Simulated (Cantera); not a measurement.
An adiabatic, constant-pressure homogeneous reactor starts with 15.3 % H₂, 17.8 % O₂, 66.9 % N₂, equivalence ratio 0.43, at 1248 K and 25.0 bar.

Cantera simulation using the H2/O2 subset of GRI-Mech 3.0, which has no nitrogen chemistry; the numbers are that mechanism's predictions, not measurements. The hydrogen kinetics of GRI-Mech 3.0 are dated; newer H2 mechanisms differ, most at raised pressure. The pressure lies above the range GRI-Mech 3.0 was tuned for (to about 10 atm).

Problem. Predict: time of steepest temperature rise; temperature at 0.400 s; equilibrium temperature; x(H₂) at 0.400 s; x(O₂) at 0.400 s; x(H) at 0.400 s; x(H₂O₂) at 0.400 s; x(HO₂) at 0.400 s.

Solution. 
* **time of steepest temperature rise**: 68.9 µs
* **temperature at 0.400 s**: 2313 K
* **equilibrium temperature**: 2313 K
* **x(H₂) at 0.400 s**: 0.000223 (gas-phase equilibrium 0.000223)
* **x(O₂) at 0.400 s**: 0.109 (gas-phase equilibrium 0.109)
* **x(H) at 0.400 s**: 3.11e-5 (gas-phase equilibrium 3.11e-5)
* **x(H₂O₂) at 0.400 s**: 1.23e-6 (gas-phase equilibrium 1.23e-6)
* **x(HO₂) at 0.400 s**: 1.48e-5 (gas-phase equilibrium 1.48e-5)
